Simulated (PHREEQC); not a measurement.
A solution holds 0.25 mol/kgw ZnSO4, 0.0014 mol/kgw ZnCl2, 0.00012 mol/kgw H2SO4 and 0.15 mol/kgw Na2SO4, at 75 °C. Closed to the air; pH follows from the charge balance.

The numbers come from PHREEQC with the ion-association model, phreeqc.dat.

### Question
The ionic strength comes out as 0.763 mol/kgw. What activity coefficients do Zn+2, H+, Na+, ZnOH+, NaSO4- get?

### Answer
Zn+2 0.16, H+ 0.73, Na+ 0.69, ZnOH+ 0.73, NaSO4- 0.65.

No solid was allowed to form. Ionic strength above about 0.7 mol/kgw puts this run outside the model's range. Away from 25 °C the constants follow the database's enthalpies or fits; those with neither stay at their 25 °C values.
